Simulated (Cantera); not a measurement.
# Premixed flame

A freely propagating, adiabatic, planar premixed flame of 28.3 % H₂, 15.1 % O₂, 56.6 % N₂, unburnt at 723 K and 0.128 atm; multicomponent+Soret transport, grid criteria slope 0.08 and curve 0.16, no radiation.

Model: the H2/O2 subset of GRI-Mech 3.0, which has no nitrogen chemistry, integrated in Cantera. Burning velocities carry a grid error of a few per cent, more on coarse grids.

| z (mm) | T (K) | u (m/s) | x H₂ | x O₂ | x H₂O | x HO₂ | x OH | x H₂O₂ |
|---|---|---|---|---|---|---|---|---|
| -23.0 | 723 | 8.35 | 0.283 | 0.151 | <1e-8 | <1e-8 | <1e-8 | <1e-8 |
| -15.3 | 723 | 8.35 | 0.283 | 0.151 | <1e-8 | <1e-8 | <1e-8 | <1e-8 |
| -11.5 | 723 | 8.35 | 0.283 | 0.151 | <1e-8 | <1e-8 | <1e-8 | <1e-8 |
| -7.66 | 723 | 8.35 | 0.283 | 0.151 | 1.05e-7 | 3.68e-7 | <1e-8 | <1e-8 |
| -3.83 | 726 | 8.38 | 0.282 | 0.151 | 0.000271 | 3.07e-5 | 1.10e-5 | 1.18e-7 |
| -1.92 | 794 | 9.09 | 0.263 | 0.148 | 0.00841 | 2.67e-5 | 0.000224 | 1.98e-7 |
| 0 | 1126 | 12.5 | 0.126 | 0.0981 | 0.108 | 1.40e-5 | 0.00369 | 7.48e-7 |
| 1.92 | 1394 | 15.4 | 0.0443 | 0.0465 | 0.196 | 5.91e-6 | 0.00899 | 8.06e-7 |
| 3.83 | 1513 | 16.5 | 0.0433 | 0.0417 | 0.205 | 4.54e-6 | 0.0116 | 6.06e-7 |
| 7.66 | 1655 | 17.9 | 0.0449 | 0.0384 | 0.213 | 3.50e-6 | 0.0146 | 3.60e-7 |
| 15.3 | 1814 | 19.4 | 0.0451 | 0.0348 | 0.222 | 2.62e-6 | 0.0177 | 1.88e-7 |
| 30.6 | 1981 | 20.9 | 0.0432 | 0.0311 | 0.234 | 1.94e-6 | 0.0202 | 1.01e-7 |
| 61.3 | 2147 | 22.4 | 0.0391 | 0.0272 | 0.248 | 1.54e-6 | 0.0213 | 6.30e-8 |
x: mole fraction of selected species; z is measured from the peak of heat release.

* **laminar burning velocity**: 835 cm/s
* **thermal thickness**: 7.66 mm
* **peak x(HO₂)**: 3.15e-5
* **peak x(OH)**: 0.0214
* **peak x(H₂O₂)**: 9.05e-7
* **grid points**: 130
